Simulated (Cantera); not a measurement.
A Cantera script and what it prints.

```python
import numpy as np
import cantera as ct

gas_names = """
    Ca CaCL CaCL2 CaO CaOH CaO2H2 Ca2 CL CLO CL2 H HCL HOCL HO2 H2 H2O H2O2 O OH O2 O3
""".split()
cond_names = """
    Ca(a) Ca(b) Ca(L) CaCL2(s) CaCL2(L) CaO(s) CaO(L) CaO2H2(s) H2O(s) H2O(L)
""".split()


# ... load() reads the species with a 1 bar reference pressure and builds the phases ...
atoms = {
    'CaO': {'Ca': 1, 'O': 1},
    'Cl2': {'CL': 2},
    'H2': {'H': 2},
}
top_T = {}  # K; cautious upper limits of use, not melting points


# ... equilibrate(T, P, feed) seeds the gas with the atoms and calls Mixture.equilibrate('TP', solver="vcs", rtol=1e-11, max_steps=5000) ...
results = []
T = 1298  # K
P = 18000  # Pa
for m in [4.3, 5.6, 7.4, 9.7, 13, 17, 22, 29]:
    feed = {'CaO': 1, 'Cl2': 7.1, 'H2': m}  # mol
    mix = equilibrate(T, P, feed)
    results.append((T, P, feed, dict(zip(mix.species_names, mix.species_moles))))

top = {s: max(r[3][s] / sum(r[3][g] for g in gas_names) for r in results) for s in gas_names}
cols = sorted((s for s in top if top[s] > 0.0001), key=lambda s: -top[s])[:6]
seen = [c for c in cond_names if any(r[3].get(c, 0) > 1e-12 for r in results)]
print("log10 of partial pressures in bar; condensed amounts in mol")
print(f"{'n(H2)':>10s}" + "".join(f"{s[:9]:>10s}" for s in cols + seen))
for T, P, feed, n in results:
    ng = sum(n[g] for g in gas_names)
    print(f"{feed['H2']:10.4g}" + "".join(f"{np.log10(max(n[s] / ng * P / 1e5, 1e-99)):10.3f}" for s in cols)
          + "".join(f"{n.get(c, 0):10.4g}" for c in seen))
```

Result:

```
log10 of partial pressures in bar; condensed amounts in mol
     n(H2)       HCL        H2       CL2       H2O        O2        CL  CaCL2(L)
       4.3    -0.866    -8.494    -1.497    -2.504    -2.174    -2.663    0.9966
       5.6    -0.813    -8.027    -1.859    -2.151    -2.403    -2.844    0.9963
       7.4    -0.789    -2.398    -7.439    -1.875   -13.108    -5.634    0.9958
       9.7    -0.857    -1.529    -8.445    -1.944   -14.984    -6.137    0.9951
        13    -0.940    -1.255    -8.883    -2.026   -15.696    -6.356    0.9941
        17    -1.022    -1.113    -9.190    -2.108   -16.145    -6.509    0.9929
        22    -1.107    -1.020    -9.453    -2.194   -16.500    -6.641    0.9913
        29    -1.204    -0.950    -9.717    -2.290   -16.835    -6.773    0.9892
```

These are equilibrium values from Cantera (NASA tables, ideal gas, pure condensed phases), not measurements of a reactor. Condensed phases not in the tables: oxide chlorides.
